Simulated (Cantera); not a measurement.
Cantera with NASA thermochemical tables; ideal gases at 1 bar, condensed phases pure. Values are per mole of reaction as written; species without (g) are pure solids or liquids, kept so even where they would boil at 1 bar.

S2(g) + 2 H2O2(g) + 4 Pb → 4 PbO(g) + 2 H2S(g), with ΔH° = 384.3 kJ and ΔS° = 415.0 J/K at 300 K.

How far is the shortcut ΔG° ≈ ΔH°(300 K) − T·ΔS°(300 K) from the full temperature-dependent value at 773, 798, 823, 848, 873, 898, 923, 948, 973, 998 K?


```json
[
 {"T (K)": "773", "shortcut (kJ)": "63.6", "full (kJ)": "77.4", "difference (kJ)": "-13.8", "difference in log10 K": "0.93", "condensed phases": "Pb(l)"},
 {"T (K)": "798", "shortcut (kJ)": "53.2", "full (kJ)": "68.6", "difference (kJ)": "-15.4", "difference in log10 K": "1.01", "condensed phases": "Pb(l)"},
 {"T (K)": "823", "shortcut (kJ)": "42.8", "full (kJ)": "59.9", "difference (kJ)": "-17.1", "difference in log10 K": "1.09", "condensed phases": "Pb(l)"},
 {"T (K)": "848", "shortcut (kJ)": "32.4", "full (kJ)": "51.3", "difference (kJ)": "-18.8", "difference in log10 K": "1.16", "condensed phases": "Pb(l)"},
 {"T (K)": "873", "shortcut (kJ)": "22.1", "full (kJ)": "42.6", "difference (kJ)": "-20.6", "difference in log10 K": "1.23", "condensed phases": "Pb(l)"},
 {"T (K)": "898", "shortcut (kJ)": "11.7", "full (kJ)": "34.0", "difference (kJ)": "-22.4", "difference in log10 K": "1.30", "condensed phases": "Pb(l)"},
 {"T (K)": "923", "shortcut (kJ)": "1.3", "full (kJ)": "25.5", "difference (kJ)": "-24.1", "difference in log10 K": "1.37", "condensed phases": "Pb(l)"},
 {"T (K)": "948", "shortcut (kJ)": "-9.1", "full (kJ)": "16.9", "difference (kJ)": "-26.0", "difference in log10 K": "1.43", "condensed phases": "Pb(l)"},
 {"T (K)": "973", "shortcut (kJ)": "-19.4", "full (kJ)": "8.4", "difference (kJ)": "-27.8", "difference in log10 K": "1.49", "condensed phases": "Pb(l)"},
 {"T (K)": "998", "shortcut (kJ)": "-29.8", "full (kJ)": "-0.1", "difference (kJ)": "-29.7", "difference in log10 K": "1.55", "condensed phases": "Pb(l)"}
]
```
The shortcut ignores heat capacities and the phase changes listed.
